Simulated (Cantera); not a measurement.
Input: 1 mol HgO, a varied amount of H₂, held at 1125 °C and 1.50 mbar.

Method: chemical equilibrium by Gibbs-energy minimisation in Cantera with the NASA 1993 tables (ideal gas, pure condensed phases). Candidate condensed phases: H₂O, Hg, HgO; 10 gas species. Kinetics and transport are ignored.

### Question
At 0.69 mol H₂, list the 5 most abundant gas species with their mole fractions, and the condensed phases.

### Answer
Hg 0.542, H₂O 0.374, O₂ 0.0839, OH 0.000236, H₂ 1.46e-5. Condensed: gas only.
